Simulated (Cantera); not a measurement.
# Equilibrium for silicon epitaxy and polysilicon growth: SiHCl₃ + H₂

A closed system holds: 1 mol SiHCl₃, a varied amount of H₂, held at 827 °C and 1 atm.

These are equilibrium values from Cantera (NASA tables, ideal gas, pure condensed phases), not measurements of a reactor. Candidate condensed phases: Si; 19 gas species. The tables' values for SiCl₃ are old estimates; treat these amounts as uncertain. Equilibrium is a limit: real reactors are often held back by kinetics, nucleation or transport.

```
n(H₂) (mol)   x H₂   x SiCl₄  x SiHCl₃    x HCl  n Si(s)
-----------  -----  --------  --------  -------  -------
14           0.930    0.0271    0.0205   0.0181    0.216
21           0.949    0.0170    0.0146   0.0163    0.231
32           0.963    0.0102    0.0100   0.0144    0.254
48           0.973   0.00602   0.00679   0.0127    0.286
72           0.980   0.00343   0.00447   0.0111    0.330
110          0.985   0.00181   0.00278  0.00947    0.391
160          0.989  0.000972   0.00174  0.00812    0.460
240          0.991  0.000456  0.000991  0.00673    0.548
360          0.994  0.000191  0.000517  0.00542    0.646
540          0.995   6.92e-5  0.000241  0.00421    0.744
```
x: gas mole fraction; n: condensed amount in mol.

From 14 mol H₂ to 540 mol H₂ the condensed part is Si(s). The main Si-bearing gas is SiCl₄ at 14 mol H₂ and SiHCl₃ at 540 mol H₂. The share of Si in condensed phases is highest at 540 mol H₂ (74.4 %) and lowest at 14 mol H₂ (21.6 %).
